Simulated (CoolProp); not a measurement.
The fluid at 293.15 K and 0.273 MPa flows at 0.32 m/s in a round tube of 10 mm bore and 1.5 µm roughness, fully developed (64/Re and Nu = 3.66 if laminar; Colebrook and Gnielinski if turbulent). The same conditions are run with several fluids, on thermodynamics alone (safety and materials aside).

Model: reference Helmholtz-energy equation of state of each fluid (methanol: de Reuck 1993; R141b: Lemmon 2006; p-xylene: Zhou 2012), in CoolProp.

### Question
Rank methanol, R141b, p-xylene by Reynolds number, highest first.

### Answer
R141b (9200), methanol (4320), p-xylene (4270)

```tsv
fluid	Darcy friction factor	pressure drop (Pa/m)	heat-transfer coefficient (W/(m² K))	mass flow (kg/h)
methanol	0.0392	159	691	71.6
R141b	0.0318	203	609	113
p-xylene	0.0393	173	459	77.9
```

Transport values come from each fluid's own correlations; those of R141b are estimates that may be off by 10 % or more.
